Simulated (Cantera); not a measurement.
Input: 1 mol MgO, 55 mol HCl, 0.084 mol O₂, equilibrated at 0.133 bar.

Equilibrium computed with Cantera from the NASA thermochemical tables; the gas is ideal and each condensed phase is pure. Candidate condensed phases: H₂O, Mg, MgCl₂, MgO, Mg(OH)₂; 22 gas species. Kinetics and transport are ignored.

Problem. Which condensed phases are stable at each of these points (T (K)): 1175, 1225, 1275, 1325, 1375, 1425, 1475, 1525, 1575, 1625, 1675, 1725, 1775, 1825?

Solution. 
```json
[
 {"T (K)": "1175", "condensed phases": "MgO(s)", "Mg condensed (%)": "24.6"},
 {"T (K)": "1225", "condensed phases": "gas only", "Mg condensed (%)": "0.0"},
 {"T (K)": "1275", "condensed phases": "gas only", "Mg condensed (%)": "0.0"},
 {"T (K)": "1325", "condensed phases": "gas only", "Mg condensed (%)": "0.0"},
 {"T (K)": "1375", "condensed phases": "gas only", "Mg condensed (%)": "0.0"},
 {"T (K)": "1425", "condensed phases": "gas only", "Mg condensed (%)": "0.0"},
 {"T (K)": "1475", "condensed phases": "gas only", "Mg condensed (%)": "0.0"},
 {"T (K)": "1525", "condensed phases": "gas only", "Mg condensed (%)": "0.0"},
 {"T (K)": "1575", "condensed phases": "gas only", "Mg condensed (%)": "0.0"},
 {"T (K)": "1625", "condensed phases": "gas only", "Mg condensed (%)": "0.0"},
 {"T (K)": "1675", "condensed phases": "gas only", "Mg condensed (%)": "0.0"},
 {"T (K)": "1725", "condensed phases": "gas only", "Mg condensed (%)": "0.0"},
 {"T (K)": "1775", "condensed phases": "gas only", "Mg condensed (%)": "0.0"},
 {"T (K)": "1825", "condensed phases": "gas only", "Mg condensed (%)": "0.0"}
]
```

At 1175 K the condensed part is MgO(s). From 1225 K to 1825 K nothing is condensed.
